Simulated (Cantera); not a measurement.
An adiabatic, constant-pressure homogeneous reactor starts with CH4 : C2H6 : O2 : N2 = 1 : 0.054 : 4.47 : 16.8 (molar parts), at 1798 K and 3750 Torr.

Computed with Cantera and GRI-Mech 3.0 (53 species, 325 reactions).

Predict: time of steepest temperature rise; temperature at 0.300 s; equilibrium temperature; x(O2) at 0.300 s; x(H2) at 0.300 s.


| Quantity | Value |
|---|---|
| time of steepest temperature rise | 13.4 µs |
| temperature at 0.300 s | 2641 K |
| equilibrium temperature | 2641 K |
| x(O2) at 0.300 s | 0.0906 (gas-phase equilibrium 0.0906) |
| x(H2) at 0.300 s | 0.00150 (gas-phase equilibrium 0.00150) |
